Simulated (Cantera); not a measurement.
Feed: 1 mol SiO2, 6.2 mol C, 0.17 mol N2, at 83.0 Pa.

These are equilibrium values from Cantera (NASA tables, ideal gas, pure condensed phases), not measurements of a reactor. Candidate condensed phases: C, Si, SiC, SiO2, Si2N2O, Si3N4; 34 gas species. The tables' values for SiN are old estimates; treat these amounts as uncertain. Kinetics and transport are ignored.

log p: log10 of the partial pressure in bar; n: condensed amount in mol.

```csv
T (K),log p CO,log p Si,log p SiC2,log p N2,log p Si2C,log p SiO,log p C3,n C(graphite),n SiC(s)
1775,-3.12,-7.33,-9.23,-4.19,-9.36,-5.41,?,3.22,0.990
1850,-3.12,-6.71,-8.43,-4.19,-8.57,-5.31,?,3.23,0.987
1925,-3.12,-6.15,-7.69,-4.19,-7.85,-5.23,?,3.23,0.983
2000,-3.12,-5.62,-7.01,-4.19,-7.18,-5.15,?,3.24,0.975
2075,-3.13,-5.14,-6.37,-4.19,-6.57,-5.08,?,3.26,0.956
2150,-3.13,-4.69,-5.79,-4.20,-5.99,-5.03,?,3.30,0.909
2225,-3.16,-4.27,-5.24,-4.22,-5.46,-4.99,?,3.41,0.781
2300,-3.22,-3.87,-4.73,-4.28,-4.96,-4.99,?,3.68,0.397
2375,-3.28,-3.70,-4.45,-4.34,-4.89,-5.19,?,3.91,0
2450,-3.28,-3.70,-4.35,-4.35,-5.13,-5.48,?,3.84,0
2525,-3.28,-3.70,-4.26,-4.35,-5.39,-5.76,?,3.76,0
2600,-3.28,-3.72,-4.19,-4.36,-5.64,-6.04,?,3.66,0
```

### Question
What belongs in the gaps?

### Answer

- 1775, log p C3: -13.28
- 1850, log p C3: -12.30
- 1925, log p C3: -11.39
- 2000, log p C3: -10.56
- 2075, log p C3: -9.78
- 2150, log p C3: -9.07
- 2225, log p C3: -8.40
- 2300, log p C3: -7.78
- 2375, log p C3: -7.19
- 2450, log p C3: -6.65
- 2525, log p C3: -6.14
- 2600, log p C3: -5.65
